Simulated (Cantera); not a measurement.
Cantera run, input and output.

```python
import numpy as np
import cantera as ct

gas = ct.Solution("gri30.yaml")
gas.TPX = 675, 61000, {'CH4': 1, 'O2': 1.82, 'N2': 5.09, 'H2': 0.35}
flame = ct.FreeFlame(gas, width=0.057)
flame.set_refine_criteria(ratio=3, slope=0.08, curve=0.16)
flame.transport_model = "mixture-averaged"
flame.solve(loglevel=0, auto=True)
z, T = flame.grid, flame.T
thick = (T[-1] - T[0]) / np.gradient(T, z).max()
show = ['CH4', 'O2', 'C2H6', 'H2O2', 'HO2', 'H2O']
print(f"laminar burning velocity  {flame.velocity[0] * 100:.3f} cm/s")
print(f"burnt temperature         {T[-1]:.1f} K")
print(f"thermal thickness         {thick * 1e3:.4f} mm")
print(f"grid points               {len(z)}")
z0 = z[flame.heat_release_rate.argmax()]
print(f"{'z/mm':>9s}{'T/K':>9s}{'u/(m/s)':>9s}" + "".join(f"{s:>11s}" for s in show))
rows = []
for k in (-3, -2, -1.5, -1, -0.5, -0.25, 0, 0.25, 0.5, 1, 2, 4, 8):
    zz = z0 + k * thick
    rows.append([k * thick, np.interp(zz, z, T), np.interp(zz, z, flame.velocity),
                 *(np.interp(zz, z, flame.X[gas.species_index(s)]) for s in show)])
    print(f"{rows[-1][0] * 1e3:9.3f}{rows[-1][1]:9.1f}{rows[-1][2]:9.3f}" + "".join(f"{x:11.3e}" for x in rows[-1][3:]))
```

Result:

```
laminar burning velocity  294.145 cm/s
burnt temperature         2558.3 K
thermal thickness         0.3517 mm
grid points               153
     z/mm      T/K  u/(m/s)        CH4         O2       C2H6       H2O2        HO2        H2O
   -1.055    675.0    2.943  1.210e-01  2.203e-01  7.408e-09  2.831e-09  2.509e-07  6.797e-06
   -0.703    675.9    2.950  1.208e-01  2.200e-01  3.406e-07  7.127e-08  5.351e-06  1.196e-04
   -0.528    680.8    2.976  1.203e-01  2.193e-01  4.099e-06  4.820e-07  2.854e-05  7.333e-04
   -0.352    730.0    3.208  1.167e-01  2.158e-01  9.010e-05  2.657e-06  1.016e-04  6.469e-03
   -0.176   1129.4    5.055  8.730e-02  1.838e-01  1.363e-03  6.388e-06  1.398e-04  5.172e-02
   -0.088   1572.1    7.161  4.874e-02  1.351e-01  1.147e-03  4.961e-06  2.316e-04  1.054e-01
    0.000   1981.0    9.167  1.404e-02  7.786e-02  1.156e-04  2.431e-06  1.360e-04  1.599e-01
    0.088   2183.5   10.167  1.923e-03  3.998e-02  1.695e-06  5.960e-07  2.594e-05  1.915e-01
    0.176   2240.0   10.430  1.586e-04  2.293e-02  1.102e-08  1.806e-07  5.389e-06  2.034e-01
    0.352   2267.8   10.519  7.766e-07  1.382e-02  3.922e-13  1.333e-07  2.720e-06  2.066e-01
    0.703   2296.9   10.610  1.916e-10  1.145e-02  2.914e-19  1.216e-07  2.336e-06  2.062e-01
    1.407   2337.1   10.760  6.820e-14  1.027e-02  6.016e-24  1.121e-07  2.107e-06  2.088e-01
    2.814   2394.8   10.979  3.304e-15  8.775e-03  4.438e-29  1.028e-07  1.851e-06  2.137e-01
```

Cantera simulation using GRI-Mech 3.0 (53 species, 325 reactions); the numbers are that mechanism's predictions, not measurements. Burning velocities carry a grid error of a few per cent, more on coarse grids.
